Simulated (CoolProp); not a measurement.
Model: reference Helmholtz-energy equation of state, Pan 2012, in CoolProp.

Problem. For R236FA, give the phase and the density (kg/m³), cv (kJ/(kg K)), speed of sound (m/s), expansivity (1/kK) at -59.45 °C and 16600 kPa; -6.25 °C and 16600 kPa; 126.85 °C and 16600 kPa.

Solution. 
- -59.45 °C and 16600 kPa: liquid; density 1640, cv 0.825, speed of sound 950, expansivity 1.53
- -6.25 °C and 16600 kPa: liquid; density 1510, cv 0.836, speed of sound 751, expansivity 1.71
- 126.85 °C and 16600 kPa: supercritical; density 1130, cv 1.01, speed of sound 377, expansivity 2.78
